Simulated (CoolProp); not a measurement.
Vapour-liquid equilibrium of propylene (1) + propane (2) at 2390 kPa; x and y are mole fractions of (1).

The numbers come from the multi-fluid Helmholtz-energy mixture model, Lemmon 2013 and Lemmon 2009; pair parameters Bell 2016 in CoolProp.

```csv
x,"bubble temperature, mixture model (K)","bubble temperature, Raoult's law (K)","y, mixture model","y, Raoult's law"
0.05,338.5,338.7,0.057,0.059
0.125,337.6,338.0,0.140,0.146
0.2,336.7,337.3,0.221,0.230
0.275,335.9,336.6,0.299,0.312
0.35,335.1,335.9,0.376,0.391
0.425,334.4,335.2,0.452,0.469
0.5,333.7,334.6,0.526,0.544
0.575,333.1,333.9,0.598,0.618
0.65,332.5,333.3,0.670,0.689
0.725,332.0,332.6,0.741,0.759
0.8,331.5,332.0,0.812,0.827
0.875,331.1,331.4,0.883,0.893
0.95,330.6,330.8,0.953,0.958
```

The largest gap from Raoult's law is -0.9 K in bubble temperature, at x = 0.5. No azeotrope shows between x = 0.05 and 0.95.

Pair parameters are fitted to limited data, so mixtures are less certain than the pure fluids.
